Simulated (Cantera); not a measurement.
# BCl₃ + H₂O (boron, boron nitride and boron oxide)

Feed: 1 mol BCl₃, 4.9 mol H₂O, at 1200 K and 1.00 bar.

Cantera equilibrium calculation (NASA polynomials, part measured and part estimated; ideal gas, pure solids and liquids). Candidate condensed phases: B, B₂O₃, B₃O₃H₃, H₂O; 33 gas species. Gases not in the tables: H₃BO₃. The numbers say what is thermodynamically allowed, not how fast it happens.

- x(H₂O) = 0.525
- x(HCl) = 0.470
- x((HBO₂)₃) = 0.00445
- x(HBO₂) = 0.000603
- x(H₂) = 2.20e-5
- x(Cl) = 1.71e-5
- x(Cl₂) = 1.31e-5
- n(B₂O₃(l)) = 0.455 mol
- gas amount = 6.388 mol
- log10 activity of B(s) (absent) = -15.95
- log10 activity of B₃O₃H₃(s) (absent) = -28.97
